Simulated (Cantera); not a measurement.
A closed system holds: 1 mol Cu₂O, 1.1 mol C, 0.028 mol CO, at 100 Torr.

Equilibrium computed with Cantera from the NASA thermochemical tables; the gas is ideal and each condensed phase is pure. Candidate condensed phases: C, Cu, CuO, Cu₂O; 15 gas species. The numbers say what is thermodynamically allowed, not how fast it happens.

### Question
Which condensed phases are stable at each of these points (T (K)): 1873, 1973, 2073, 2173, 2273, 2373, 2473, 2573?

### Answer
```csv
T (K),condensed phases,Cu condensed (%)
1873,C(graphite) + Cu(l),99.5
1973,C(graphite) + Cu(l),98.7
2073,C(graphite) + Cu(l),96.6
2173,C(graphite) + Cu(l),91.4
2273,C(graphite) + Cu(l),77.7
2373,C(graphite) + Cu(l),23.2
2473,C(graphite),0.0
2573,C(graphite),0.0
```

From 1873 K to 2373 K the condensed part is C(graphite) + Cu(l). From 2473 K to 2573 K the condensed part is C(graphite).
